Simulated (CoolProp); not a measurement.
Properties of dimethyl carbonate along the isobar 9.82 MPa.

Values from CoolProp's reference Helmholtz-energy equation of state, Zhou 2011.

```tsv
T (K)	phase	cv (kJ/(kg K))	isothermal compressibility (1/MPa)	expansivity (1/kK)	fugacity coefficient
429.8	liquid	1.572	0.002487	1.658	0.06960
441.1	liquid	1.593	0.002791	1.736	0.08622
452.5	liquid	1.613	0.003153	1.825	0.1054
463.8	liquid	1.633	0.003585	1.928	0.1269
475.2	liquid	1.653	0.004116	2.050	0.1511
486.5	liquid	1.673	0.004772	2.197	0.1775
497.9	liquid	1.694	0.005615	2.378	0.2065
509.2	liquid	1.714	0.006711	2.606	0.2375
520.6	liquid	1.736	0.008215	2.904	0.2707
531.9	liquid	1.757	0.01033	3.298	0.3054
543.3	liquid	1.779	0.01350	3.848	0.3418
554.6	liquid	1.801	0.01845	4.622	0.3789
566	supercritical	1.824	0.02670	5.744	0.4168
577.3	supercritical	1.847	0.04044	7.268	0.4541
588.7	supercritical	1.871	0.06222	9.050	0.4908
600	supercritical	1.894	0.09116	10.56	0.5254
```
